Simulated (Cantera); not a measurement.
A perfectly stirred reactor is fed with CH4 : H2 : H = 0.02 : 1 : 0.02 (molar parts), at 11.3 Torr; it is held at 2325 K, and followed from long to short residence time.

Cantera simulation using GRI-Mech 3.0 (53 species, 325 reactions); the numbers are that mechanism's predictions, not measurements. GRI-Mech 3.0 stops at C3 and has no aromatics, soot or wall deposition, so with more carbon than oxygen in the feed, carbon stays in small species such as C2H2 where larger ones or solid carbon would form. Radical loss at walls, strong at low pressure, is not modelled.

Question: What does this change do: pressure from 11.3 Torr to 100.0 Torr?

Answer: 
```
quantity                before     after
---------------------  -------  --------
x(CH4) at τ = 3.00 s   3.21e-5   7.24e-5
x(H2) at τ = 3.00 s      0.915     0.961
x(H) at τ = 3.00 s      0.0755    0.0296
x(CH3) at τ = 3.00 s   4.91e-5   4.15e-5
x(C2H) at τ = 3.00 s   3.59e-5   1.38e-5
x(CH4) at τ = 35.0 ms  0.00184  0.000708
x(H2) at τ = 35.0 ms     0.961     0.964
x(H) at τ = 35.0 ms     0.0281    0.0262
x(CH3) at τ = 35.0 ms  0.00100  0.000358
x(C2H) at τ = 35.0 ms  1.11e-5   1.16e-5
```
